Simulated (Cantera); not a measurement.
Input: 1 mol Pb, 0.15 mol CO, 20 mol H2, 0.018 mol O2, held at 0.640 bar.

Cantera equilibrium calculation (NASA polynomials, part measured and part estimated; ideal gas, pure solids and liquids). Candidate condensed phases: C, C6H6, C7H8, C8H18, H2O, Pb, PbO, PbO2, Pb3O4; 113 gas species. Kinetics and transport are ignored.

log p: log10 of the partial pressure in bar; n: condensed amount in mol.

```tsv
T (K)	log p H2	log p Pb	log p H2O	log p CH4	log p CO	n Pb(l)
750	-0.20	-8.02	-2.22	-2.32	-6.40	1.00
825	-0.20	-6.84	-2.22	-2.32	-4.99	1.000
900	-0.20	-5.86	-2.23	-2.33	-3.84	1.000
975	-0.20	-5.04	-2.31	…	-3.00	1.000
1050	-0.20	-4.33	-2.49	…	-2.58	0.999
1125	-0.20	-3.72	-2.69	…	-2.41	0.994
1200	-0.20	-3.19	-2.84	…	-2.35	0.980
1275	-0.20	-2.72	-2.91	…	-2.33	0.940
1350	-0.20	-2.31	-2.93	…	-2.33	0.845
1425	-0.21	-1.94	-2.95	…	-2.33	0.633
1500	-0.21	-1.61	-2.96	…	-2.34	0.195
```

Problem. What belongs in the gaps?

Solution. 
- 975, log p CH4: -2.42
- 1050, log p CH4: -2.67
- 1125, log p CH4: -3.05
- 1200, log p CH4: -3.50
- 1275, log p CH4: -3.99
- 1350, log p CH4: -4.48
- 1425, log p CH4: -4.94
- 1500, log p CH4: -5.38
